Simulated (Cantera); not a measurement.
**Premixed flame**

A freely propagating, adiabatic, planar premixed flame of H2 : O2 : N2 = 1 : 0.5 : 1.88 (molar parts), equivalence ratio 1.0, unburnt at 325 K and 0.132 atm; multicomponent+Soret transport, grid criteria slope 0.08 and curve 0.16, no radiation.

Computed with Cantera and the H2/O2 subset of GRI-Mech 3.0, which has no nitrogen chemistry. Burning velocities carry a grid error of a few per cent, more on coarse grids.

```
z (mm)  T (K)  u (m/s)    x H2    x O2   x H2O2      x O    x HO2    x H2O
------  -----  -------  ------  ------  -------  -------  -------  -------
-15.5     325     2.05   0.296   0.148    <1e-8    <1e-8    <1e-8    <1e-8
-10.3     325     2.05   0.296   0.148    <1e-8    <1e-8    <1e-8    <1e-8
-7.75     325     2.05   0.296   0.148    <1e-8    <1e-8    <1e-8    <1e-8
-5.17     325     2.05   0.296   0.148    <1e-8    <1e-8    <1e-8    <1e-8
-2.58     327     2.05   0.289   0.149  1.11e-6  2.29e-7  1.70e-5  3.56e-5
-1.29     546     3.29   0.247   0.148  3.64e-5  8.96e-5  7.48e-5   0.0159
0        1028     6.03   0.137   0.104  6.89e-7  0.00481  1.90e-5    0.111
1.29     1323     7.72  0.0515  0.0438  9.18e-7   0.0116  6.83e-6    0.216
2.58     1450     8.42  0.0425  0.0334  7.45e-7   0.0123  4.52e-6    0.234
5.17     1590     9.16  0.0433  0.0296  4.54e-7   0.0116  3.35e-6    0.242
10.3     1740     9.93  0.0432  0.0260  2.35e-7  0.00996  2.45e-6    0.252
20.7     1892     10.7  0.0408  0.0222  1.21e-7  0.00783  1.75e-6    0.264
41.3     2035     11.4  0.0363  0.0184  7.03e-8  0.00559  1.26e-6    0.277
```
x: mole fraction of selected species; z is measured from the peak of heat release.

The laminar burning velocity is 205 cm/s and the thermal thickness is 5.17 mm. The peak x(H2O2) is 4.28e-5, the peak x(O) is 0.0123 and the peak x(HO2) comes out as 0.000134. The grid points is 136.
